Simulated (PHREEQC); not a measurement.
Dissolve 2 mol/kgw LiCl, 0.18 mol/kgw SrCl2 and 2.5 mol/kgw NaCl at 20 °C. Closed to the air; pH follows from the charge balance.

The numbers come from PHREEQC with the Pitzer model, pitzer.dat.

The ionic strength is 5.04 mol/kgw, the activity of water comes out as 0.790 and the density is 1.147 g/cm³. The osmotic coefficient comes out as 1.369.

| species | molality | activity | log γ |
|---|---|---|---|
| Cl- | 4.86 | 2.85 | -0.232 |
| Na+ | 2.50 | 4.51 | 0.256 |
| Li+ | 2.00 | 8.21 | 0.613 |
| Sr+2 | 0.180 | 0.355 | 0.294 |
| H+ | 7.60e-8 | 4.31e-7 | 0.753 |
| OH- | 7.60e-8 | 1.26e-8 | -0.782 |

No solid was allowed to form.
